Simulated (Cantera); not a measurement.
## Premixed flame

A freely propagating, adiabatic, planar premixed flame of 9.33 % CH4, 0.401 % CO, 15.7 % O2, 59.7 % N2, 14.9 % CO2, unburnt at 400 K and 405 Torr; mixture-averaged transport, grid criteria slope 0.08 and curve 0.16, no radiation.

Cantera simulation using GRI-Mech 3.0 (53 species, 325 reactions); the numbers are that mechanism's predictions, not measurements. Burning velocities carry a grid error of a few per cent, more on coarse grids.

| z (mm) | T (K) | u (m/s) | x CH4 | x CO | x O2 | x H2O | x NO2 | x H2O2 |
|---|---|---|---|---|---|---|---|---|
| -4.14 | 401 | 0.225 | 0.0930 | 0.00402 | 0.156 | 0.000143 | <1e-8 | 3.66e-8 |
| -2.76 | 405 | 0.229 | 0.0923 | 0.00416 | 0.156 | 0.00107 | 1.11e-8 | 3.24e-7 |
| -2.07 | 423 | 0.239 | 0.0906 | 0.00472 | 0.154 | 0.00406 | 5.56e-8 | 1.36e-6 |
| -1.38 | 530 | 0.302 | 0.0822 | 0.00852 | 0.144 | 0.0196 | 3.36e-7 | 6.49e-6 |
| -0.691 | 939 | 0.542 | 0.0526 | 0.0262 | 0.105 | 0.0698 | 2.59e-7 | 1.17e-5 |
| -0.345 | 1283 | 0.747 | 0.0273 | 0.0437 | 0.0676 | 0.108 | 4.56e-8 | 5.46e-6 |
| 0 | 1594 | 0.933 | 0.00527 | 0.0607 | 0.0284 | 0.144 | <1e-8 | 4.07e-7 |
| 0.345 | 1702 | 0.995 | 0.000197 | 0.0608 | 0.00988 | 0.159 | <1e-8 | 1.68e-7 |
| 0.691 | 1729 | 1.01 | 3.34e-6 | 0.0567 | 0.00550 | 0.162 | <1e-8 | 1.65e-7 |
| 1.38 | 1759 | 1.02 | <1e-8 | 0.0541 | 0.00369 | 0.163 | <1e-8 | 1.29e-7 |
| 2.76 | 1792 | 1.04 | <1e-8 | 0.0529 | 0.00240 | 0.165 | <1e-8 | 8.51e-8 |
| 5.53 | 1823 | 1.06 | <1e-8 | 0.0518 | 0.00124 | 0.167 | <1e-8 | 4.74e-8 |
| 11.1 | 1845 | 1.07 | <1e-8 | 0.0510 | 0.000476 | 0.169 | <1e-8 | 2.16e-8 |
x: mole fraction of selected species; z is measured from the peak of heat release.

| Property | Value |
|---|---|
| laminar burning velocity | 22.5 cm/s |
| thermal thickness | 1.38 mm |
| peak x(H2O2) | 1.19e-5 |
| grid points | 146 |
